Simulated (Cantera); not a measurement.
## HCl + H₂ + O₂ (abatement and gas-phase synthesis)

Feed: 1 mol HCl, 2 mol H₂, 0.25 mol O₂, at 2727 °C and 1330 Pa.

Method: chemical equilibrium by Gibbs-energy minimisation in Cantera with the NASA 1993 tables (ideal gas, pure condensed phases). Candidate condensed phases: H₂O; 14 gas species. Rates play no part.

The x(H) is 0.546 and the x(H₂) comes out as 0.160. The x(Cl) comes out as 0.139 and the x(HCl) is 0.0594. The x(O) is 0.0495 and the x(OH) is 0.0236. The x(H₂O) comes out as 0.0208. The x(O₂) is 0.00255 and the x(ClO) comes out as 7.25e-6. The gas amount is 5.052 mol.
